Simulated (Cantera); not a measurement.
Feed: 1 mol LiCl, 24 mol H₂, equilibrated at 1673 K and 1.33 mbar.

These are equilibrium values from Cantera (NASA tables, ideal gas, pure condensed phases), not measurements of a reactor. Candidate condensed phases: Li, LiCl, LiH; 11 gas species. Kinetics and transport are ignored.

Problem. What is the equilibrium state?

Solution. 
```
Property                              Value
--------------------------------  ---------
x(H₂)                                 0.956
x(LiCl)                              0.0385
x(H)                                0.00305
x(Li)                               0.00141
x(HCl)                              0.00141
x(Cl)                               3.51e-6
x(LiH)                              2.64e-6
gas amount                        25.06 mol
log10 activity of Li(l) (absent)      -5.87
```
